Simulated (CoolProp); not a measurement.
A single-stage vapour-compression cycle with R227EA: evaporating at 246.15 K (dew point), condensing at 286.15 K (bubble point), superheat 0 K, subcooling 8 K, compressor efficiency 0.8, no pressure losses. Each further row changes one setting.

The numbers come from the reference Helmholtz-energy equation of state, Lemmon 2016 in CoolProp.

| case | cooling COP | pressure ratio | discharge temperature (K) | refrigerating effect (kJ/kg) | volumetric capacity (kJ/m³) |
|---|---|---|---|---|---|
| as stated | 4.27 | 4.96 | 286.2 | 101 | 544 |
| evaporating temperature 251.15 K | 5.13 | 3.93 | 286.2 | 105 | 700 |
| condensing temperature 281.15 K | 5.05 | 4.18 | 281.1 | 107 | 574 |
| subcooling 13 K | 4.51 | 4.96 | 286.2 | 107 | 574 |
| superheat 10 K | 4.35 | 4.96 | 293.8 | 109 | 558 |
| compressor efficiency 0.7 | 3.74 | 4.96 | 287.6 | 101 | 544 |

The compression ends wet for: as stated; evaporating temperature 251.15 K; condensing temperature 281.15 K; subcooling 13 K.
